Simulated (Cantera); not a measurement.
Input: 1 mol BN, 1.1 mol HF, held at 22.0 mbar.

Cantera equilibrium calculation (NASA polynomials, part measured and part estimated; ideal gas, pure solids and liquids). Candidate condensed phases: B, BN; 31 gas species. Kinetics and transport are ignored. All values below are at 900 °C.

Base state: H2 0.489, BF3 0.326, N2 0.163, HF 0.0225, BHF2 0.000350 (mole fractions); condensed: BN(s).

Q: What changes in the equilibrium state with this change: 0.0013 mol H2O added?

A: 
| species | before | after |
|---|---|---|
| H2 | 0.489 | 0.489 |
| BF3 | 0.326 | 0.324 |
| N2 | 0.163 | 0.163 |
| BOF | 0 | 0.00103 |
| H2O | 0 | 5.96e-5 |
| HF | 0.0225 | 0.0225 |
| B3O3F3 | 0 | 2.85e-5 |
| BHF2 | 0.000350 | 0.000350 |
| BN(s), mol | 0.641 | 0.641 |
Further candidate phases: B2O3, B3O3H3, H2O.
